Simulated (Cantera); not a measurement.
What does this Cantera script print?

```python
import numpy as np
import cantera as ct

gas = ct.Solution("gri30.yaml")


def delay(T, t_max=10):
    gas.TPX = T, 1000000, {'C3H8': 1, 'O2': 3.12, 'N2': 11.8, 'CO2': 2.1}
    reactor = ct.IdealGasReactor(gas, clone=False)
    net = ct.ReactorNet([reactor])
    net.rtol, net.atol = 1e-8, 1e-16
    while net.time < t_max:
        t_old, T_old = net.time, reactor.T
        net.step()
        if reactor.T > T + 400:  # ignition: a rise of 400 K
            return t_old + (T + 400 - T_old) / (reactor.T - T_old) * (net.time - t_old)
    return np.nan


taus = []
for T in [1025, 1075, 1125, 1175, 1225, 1275, 1325]:
    taus.append(delay(T))
    print(f"T0 = {T:6g} K   tau = {taus[-1]:.4e} s")
```

It prints:

```
T0 =   1025 K   tau = 5.2823e-02 s
T0 =   1075 K   tau = 2.0262e-02 s
T0 =   1125 K   tau = 7.7894e-03 s
T0 =   1175 K   tau = 3.0197e-03 s
T0 =   1225 K   tau = 1.1997e-03 s
T0 =   1275 K   tau = 4.9764e-04 s
T0 =   1325 K   tau = 2.1882e-04 s
```

Computed with Cantera and GRI-Mech 3.0 (53 species, 325 reactions). GRI-Mech 3.0 was tuned for natural gas; its chemistry of propane as a main component is partial and can be far from experiment.
